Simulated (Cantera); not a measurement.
A closed system holds: 1 mol SiCl4, 10 mol N2O, held at 1100 K and 7.80 Pa.

These are equilibrium values from Cantera (NASA tables, ideal gas, pure condensed phases), not measurements of a reactor. Candidate condensed phases: Si, SiO2, Si2N2O, Si3N4; 23 gas species. Rates play no part.

Question: What is the equilibrium state?

Answer: 
- x(N2) = 0.608
- x(O2) = 0.243
- x(Cl2) = 0.0952
- x(Cl) = 0.0529
- x(NO) = 8.04e-5
- x(ClO) = 1.12e-5
- n(SiO2(β-quartz)) = 1.00 mol
- gas amount = 16.44 mol
- log10 activity of Si(s) (absent) = -29.12
